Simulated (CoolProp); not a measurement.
Properties of neopentane along the isotherm 438.3 K (Tc = 433.7 K, pc = 3.196 MPa, ω = 0.196).

Values from CoolProp's reference Helmholtz-energy equation of state, Lemmon 2006. It is a short technical equation, of lower accuracy than the large ones.

| p (MPa) | phase | cv (kJ/(kg K)) | Joule-Thomson coefficient (K/MPa) |
|---|---|---|---|
| 3.2 | supercritical | 2.442 | 18.83 |
| 6.39 | supercritical | 2.332 | 1.090 |
| 9.59 | supercritical | 2.319 | 0.4464 |
| 12.8 | supercritical | 2.315 | 0.1890 |
| 16 | supercritical | 2.314 | 0.04654 |
| 19.2 | supercritical | 2.314 | -0.04525 |
| 22.4 | supercritical | 2.314 | -0.1097 |
| 25.6 | supercritical | 2.315 | -0.1575 |
| 28.8 | supercritical | 2.317 | -0.1944 |
| 32 | supercritical | 2.318 | -0.2238 |
